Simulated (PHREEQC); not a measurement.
KOH is added in steps, without added water, to 1 kg of water holding 0.0053 mol/kgw PbCl2 and 3.4e-05 mol/kgw KNO3, at 20 °C. O2 is buffered at 0.21 atm. The system is closed to CO2. Only these solids could form: Sylvite, Pb(OH)2.

Base run: PHREEQC, ion-association model, phreeqc.dat. Each further column changes one thing. The table gives PbCl+ (mol/kgw).

```json
[
 {"KOH added (mol)": "0", "base": "0.000918", "PbCl2 from 0.0053 to 0.00795 mol/kgw": "___", "KNO3 from 3.4e-05 to 6.8e-06 mol/kgw": "0.000918", "PbCl2 from 0.0053 to 0.00265 mol/kgw": "0.000289"},
 {"KOH added (mol)": "0.001125", "base": "0.000830", "PbCl2 from 0.0053 to 0.00795 mol/kgw": "___", "KNO3 from 3.4e-05 to 6.8e-06 mol/kgw": "0.000830", "PbCl2 from 0.0053 to 0.00265 mol/kgw": "0.000231"},
 {"KOH added (mol)": "0.00225", "base": "0.000740", "PbCl2 from 0.0053 to 0.00795 mol/kgw": "___", "KNO3 from 3.4e-05 to 6.8e-06 mol/kgw": "0.000741", "PbCl2 from 0.0053 to 0.00265 mol/kgw": "0.000172"},
 {"KOH added (mol)": "0.00375", "base": "0.000617", "PbCl2 from 0.0053 to 0.00795 mol/kgw": "0.00137", "KNO3 from 3.4e-05 to 6.8e-06 mol/kgw": "0.000618", "PbCl2 from 0.0053 to 0.00265 mol/kgw": "___"},
 {"KOH added (mol)": "0.004875", "base": "0.000522", "PbCl2 from 0.0053 to 0.00795 mol/kgw": "___", "KNO3 from 3.4e-05 to 6.8e-06 mol/kgw": "0.000523", "PbCl2 from 0.0053 to 0.00265 mol/kgw": "2.50e-5"},
 {"KOH added (mol)": "0.006", "base": "0.000425", "PbCl2 from 0.0053 to 0.00795 mol/kgw": "0.00114", "KNO3 from 3.4e-05 to 6.8e-06 mol/kgw": "0.000425", "PbCl2 from 0.0053 to 0.00265 mol/kgw": "0"},
 {"KOH added (mol)": "0.007125", "base": "0.000325", "PbCl2 from 0.0053 to 0.00795 mol/kgw": "0.00102", "KNO3 from 3.4e-05 to 6.8e-06 mol/kgw": "0.000325", "PbCl2 from 0.0053 to 0.00265 mol/kgw": "0"},
 {"KOH added (mol)": "0.00825", "base": "0.000223", "PbCl2 from 0.0053 to 0.00795 mol/kgw": "0.000898", "KNO3 from 3.4e-05 to 6.8e-06 mol/kgw": "0.000223", "PbCl2 from 0.0053 to 0.00265 mol/kgw": "0"},
 {"KOH added (mol)": "0.00975", "base": "8.17e-5", "PbCl2 from 0.0053 to 0.00795 mol/kgw": "___", "KNO3 from 3.4e-05 to 6.8e-06 mol/kgw": "8.17e-5", "PbCl2 from 0.0053 to 0.00265 mol/kgw": "0"},
 {"KOH added (mol)": "0.01087", "base": "6.04e-14", "PbCl2 from 0.0053 to 0.00795 mol/kgw": "___", "KNO3 from 3.4e-05 to 6.8e-06 mol/kgw": "6.04e-14", "PbCl2 from 0.0053 to 0.00265 mol/kgw": "0"},
 {"KOH added (mol)": "0.012", "base": "0", "PbCl2 from 0.0053 to 0.00795 mol/kgw": "0.000472", "KNO3 from 3.4e-05 to 6.8e-06 mol/kgw": "0", "PbCl2 from 0.0053 to 0.00265 mol/kgw": "0"}
]
```

**Question.** Fill in the missing entries.

**Answer.** 
- 0, PbCl2 from 0.0053 to 0.00795 mol/kgw: 0.00175
- 0.001125, PbCl2 from 0.0053 to 0.00795 mol/kgw: 0.00164
- 0.00225, PbCl2 from 0.0053 to 0.00795 mol/kgw: 0.00153
- 0.00375, PbCl2 from 0.0053 to 0.00265 mol/kgw: 8.98e-5
- 0.004875, PbCl2 from 0.0053 to 0.00795 mol/kgw: 0.00126
- 0.00975, PbCl2 from 0.0053 to 0.00795 mol/kgw: 0.000731
- 0.01087, PbCl2 from 0.0053 to 0.00795 mol/kgw: 0.000603

The database's Pb(OH)2 solid is less soluble than what usually precipitates.
